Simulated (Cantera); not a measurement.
A perfectly stirred reactor is fed with 18.5 % H2, 16.5 % O2, 62.1 % N2, 2.96 % H2O, equivalence ratio 0.56, at 1880 Torr; it is adiabatic with a 373 K inlet, and is followed from long to short residence time, starting on the burning branch (τ in s: 0.057, 0.025, 0.011, 0.0047, 0.0021, 0.00091, 0.0004, 0.00017, 7.6e-05, 3.3e-05).

Model: GRI-Mech 3.0 (53 species, 325 reactions), integrated in Cantera. The hydrogen kinetics of GRI-Mech 3.0 are dated; newer H2 mechanisms differ, most at raised pressure.

x: mole fraction; the columns are a selection and need not sum to one.

```csv
τ (s),T (K),x H2,x O2,x H2O,x OH,x H
0.057,1773,0.000126,0.0797,0.235,0.00104,6.89e-6
0.025,1771,0.000212,0.0797,0.235,0.00132,1.45e-5
0.011,1768,___,0.0796,0.235,___,___
0.0047,1763,___,0.0795,0.234,___,___
0.0021,1756,0.00107,0.0795,0.233,0.00283,0.000160
0.00091,1743,0.00183,0.0795,0.232,0.00362,0.000362
0.00040,1724,0.00310,0.0796,0.229,0.00451,0.000792
0.00017,1690,0.00529,0.0800,0.226,0.00548,0.00173
7.6e-5,1641,0.00871,0.0810,0.220,0.00622,0.00343
3.3e-5,1561,0.0150,0.0837,0.211,0.00643,0.00638
```

Q: Some entries are withheld; supply them.

A: 
- 0.011, x H2: 0.000361
- 0.011, x OH: 0.00170
- 0.011, x H: 3.17e-5
- 0.0047, x H2: 0.000629
- 0.0047, x OH: 0.00221
- 0.0047, x H: 7.27e-5
